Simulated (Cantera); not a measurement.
What does this Cantera script print?

```python
import numpy as np
import cantera as ct

gas = ct.Solution("h2o2.yaml")
gas.TPX = 598, 13332, {'H2': 1, 'O2': 0.926, 'N2': 3.48}
flame = ct.FreeFlame(gas, width=0.16)
flame.set_refine_criteria(ratio=3, slope=0.08, curve=0.16)
flame.transport_model = "mixture-averaged"
flame.solve(loglevel=0, auto=True)
z, T = flame.grid, flame.T
thick = (T[-1] - T[0]) / np.gradient(T, z).max()
show = ['H2', 'O2', 'H', 'OH', 'H2O2', 'O']
print(f"laminar burning velocity  {flame.velocity[0] * 100:.3f} cm/s")
print(f"burnt temperature         {T[-1]:.1f} K")
print(f"thermal thickness         {thick * 1e3:.4f} mm")
print(f"grid points               {len(z)}")
z0 = z[flame.heat_release_rate.argmax()]
print(f"{'z/mm':>9s}{'T/K':>9s}{'u/(m/s)':>9s}" + "".join(f"{s:>11s}" for s in show))
rows = []
for k in (-3, -2, -1.5, -1, -0.5, -0.25, 0, 0.25, 0.5, 1, 2, 4, 8):
    zz = z0 + k * thick
    rows.append([k * thick, np.interp(zz, z, T), np.interp(zz, z, flame.velocity),
                 *(np.interp(zz, z, flame.X[gas.species_index(s)]) for s in show)])
    print(f"{rows[-1][0] * 1e3:9.3f}{rows[-1][1]:9.1f}{rows[-1][2]:9.3f}" + "".join(f"{x:11.3e}" for x in rows[-1][3:]))
```

Output:

```
laminar burning velocity  391.152 cm/s
burnt temperature         1955.5 K
thermal thickness         6.1210 mm
grid points               125
     z/mm      T/K  u/(m/s)         H2         O2          H         OH       H2O2          O
  -18.363    598.0    3.912  1.850e-01  1.713e-01  4.026e-15  1.405e-17  6.276e-17  2.846e-16
  -12.242    598.0    3.912  1.850e-01  1.713e-01  1.177e-11  3.136e-14  2.705e-14  5.522e-13
   -9.181    598.0    3.912  1.850e-01  1.713e-01  1.203e-09  2.770e-12  2.345e-12  4.215e-11
   -6.121    598.0    3.912  1.849e-01  1.713e-01  3.606e-07  2.211e-09  1.465e-09  9.523e-09
   -3.060    613.4    4.000  1.812e-01  1.713e-01  3.560e-04  4.881e-05  1.245e-06  1.455e-05
   -1.530    744.1    4.782  1.563e-01  1.677e-01  5.766e-03  3.498e-04  1.113e-06  3.341e-04
    0.000   1054.7    6.609  7.267e-02  1.355e-01  2.957e-02  2.445e-03  9.784e-07  5.995e-03
    1.530   1289.5    8.002  2.006e-02  9.784e-02  3.700e-02  5.914e-03  1.151e-06  1.432e-02
    3.060   1404.7    8.667  1.392e-02  9.064e-02  3.062e-02  7.573e-03  8.651e-07  1.548e-02
    6.121   1528.9    9.361  1.240e-02  8.800e-02  2.160e-02  9.269e-03  5.187e-07  1.390e-02
   12.242   1652.8   10.035  1.023e-02  8.632e-02  1.327e-02  1.040e-02  2.744e-07  1.105e-02
   24.484   1764.1   10.626  7.323e-03  8.544e-02  6.835e-03  1.040e-02  1.474e-07  7.632e-03
   48.968   1851.4   11.080  4.375e-03  8.535e-02  2.808e-03  9.056e-03  8.479e-08  4.442e-03
```

Detailed kinetics in Cantera: the H2/O2 subset of GRI-Mech 3.0, which has no nitrogen chemistry. Burning velocities carry a grid error of a few per cent, more on coarse grids. Lean hydrogen flames are cellular in practice and burn faster than this planar one.
